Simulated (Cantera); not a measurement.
An isothermal, constant-pressure homogeneous reactor starts with N2O : H2 : N2 = 1 : 0.011 : 3.5 (molar parts), at 1450 K and 0.00859 atm. Integrator tolerance rtol = 1e-08.

Model: GRI-Mech 3.0 (53 species, 325 reactions), integrated in Cantera. GRI-Mech 3.0 was tuned for natural gas; its chemistry of N2O as a main component is partial and can be far from experiment. Radical loss at walls, strong at low pressure, is not modelled. The temperature is held fixed by assumption; the heat of reaction is taken as removed at once.

Question: What does this change do: temperature 1450 to 1273 K?

Answer: 
```tsv
quantity	before	after
x(N2O) at 30.0 s	0.000135 (gas-phase equilibrium 4.33e-9)	0.115 (gas-phase equilibrium 1.63e-9)
x(H2) at 30.0 s	1.67e-7 (gas-phase equilibrium 7.13e-8)	3.81e-8 (gas-phase equilibrium 4.01e-9)
x(O2) at 30.0 s	0.0793 (gas-phase equilibrium 0.0984)	0.0411 (gas-phase equilibrium 0.0987)
x(O) at 30.0 s	1.28e-5 (gas-phase equilibrium 6.80e-6)	4.96e-6 (gas-phase equilibrium 3.65e-7)
x(NO) at 30.0 s	0.0389 (gas-phase equilibrium 0.000698)	0.0119 (gas-phase equilibrium 0.000243)
```
The mechanism lacks the step 2 NO + O2 → 2 NO2, which can matter for NO2 below about 1400 K.

Question: What does this change do: pressure from 0.00859 atm to 0.0661 atm?

Answer: 
```csv
quantity,before,after
x(N2O) at 30.0 s,0.000135 (gas-phase equilibrium 4.33e-9),4.24e-7 (gas-phase equilibrium 1.20e-8)
x(H2) at 30.0 s,1.67e-7 (gas-phase equilibrium 7.13e-8),2.87e-8 (gas-phase equilibrium 2.57e-8)
x(O2) at 30.0 s,0.0793 (gas-phase equilibrium 0.0984),0.0798 (gas-phase equilibrium 0.0984)
x(O) at 30.0 s,1.28e-5 (gas-phase equilibrium 6.80e-6),2.21e-6 (gas-phase equilibrium 2.45e-6)
x(NO) at 30.0 s,0.0389 (gas-phase equilibrium 0.000698),0.0379 (gas-phase equilibrium 0.000698)
```
